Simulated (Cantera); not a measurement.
Charge: 1 mol C2F6, 0.043 mol F2, 3.4 mol H2, at 1175 K and 4.40 Pa.

Cantera equilibrium calculation (NASA polynomials, part measured and part estimated; ideal gas, pure solids and liquids). The feed counts by its element totals alone. Equilibrium is a limit: real reactors are often held back by kinetics, nucleation or transport.

| species | before | after |
|---|---|---|
| HF | 0.945 | 0.938 |
| CF4 | <1e-9 | 0.0621 |
| H2 | 0.0554 | <1e-9 |
| C(graphite), mol | 2.00 | 1.55 |
Gas species are given as mole fractions.

**Question.** What was changed between the two runs?
A) temperature from 1175 K to 2548.15 K
B) temperature from 1175 K to 1700 K
C) F2 from 0.043 to 1.3 mol
D) temperature from 1175 K to 2448.15 K

**Answer.** C, F2 from 0.043 to 1.3 mol. Gases not in the tables: C2F6 and larger saturated fluorocarbons
